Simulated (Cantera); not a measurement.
# Hydrogen reduction and annealing atmospheres: FeS2 + H2 + H2O

Feed: 1 mol FeS2, 0.76 mol H2, 2.9 mol H2O, at 452 °C and 52.0 Pa.

These are equilibrium values from Cantera (NASA tables, ideal gas, pure condensed phases), not measurements of a reactor. Candidate condensed phases: Fe, FeO, Fe(OH)2, Fe(OH)3, FeS, FeSO4, FeS2, Fe2O3, Fe2(SO4)3, Fe3O4, H2O, H2SO4, S; 22 gas species. FeS: taken at fixed stoichiometry. Gases not in the tables: S3 to S7. Equilibrium is a limit: real reactors are often held back by kinetics, nucleation or transport.

```json
{
 "x(H2O)": "0.790",
 "x(H2S)": "0.186",
 "x(H2)": "0.0213",
 "x(S2)": "0.00230",
 "x(SO2)": "6.43e-5",
 "n(FeS(s))": "0.699 mol",
 "n(FeS2(s))": "0.301 mol",
 "gas_amount": "3.669 mol",
 "log10 activity of S(l) (absent)": "-2.27",
 "log10 activity of Fe(α) (absent)": "-5.20",
 "log10 activity of Fe(OH)2(s) (absent)": "-9.70"
}
```
